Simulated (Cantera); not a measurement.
Feed: 1 mol CH4, 0.25 mol CO2, held at 7.50 Torr.

Equilibrium computed with Cantera from the NASA thermochemical tables; the gas is ideal and each condensed phase is pure. Candidate condensed phases: C, C6H6, C7H8, C8H18, H2O; 110 gas species. Kinetics and transport are ignored.

Over these rows the condensed part is C(graphite). Partial pressures as log10 of bar:

| T (K) | 1000/T (1/K) | log p C2H2 (acetylene) | log p H2 | log p CO | log p H |
|---|---|---|---|---|---|
| 1773 | 0.5640 | -5.95 | -2.10 | -2.70 | -4.60 |
| 1873 | 0.5339 | ? | -2.10 | -2.70 | -4.24 |
| 1973 | 0.5068 | -5.30 | -2.10 | -2.70 | -3.92 |
| 2073 | 0.4824 | -5.02 | -2.11 | -2.70 | -3.63 |
| 2173 | 0.4602 | -4.78 | -2.12 | -2.71 | -3.38 |
| 2273 | 0.4399 | -4.56 | -2.14 | -2.71 | -3.14 |

Fit log p(C2H2 (acetylene)) = a + b·(1000/T) to the five rows, give the apparent enthalpy, and predict the row at 1873 K.

Means: 1000/T = 0.4907, log p = -5.122. Sxy = -0.103385, Sxx = 0.0092119, so b = -11.22 and a = -5.122 − (-11.22)×0.4907 = 0.38.
Apparent enthalpy: −19.145 × (-11.22) = 215 kJ/mol. With the condensed phases at unit activity, 2 C(graphite) + H2(g) = C2H2 (acetylene)(g) links this pressure to the main gases: over the six rows their terms move log p by -0.04 in all, so the slope is close to that reaction's ΔH°. The five rows lie within 0.01 of the line.
Prediction at 1873 K: 0.38 + (-11.22)×0.5339 = -5.61. The computed value is -5.61, 0.00 from the line.
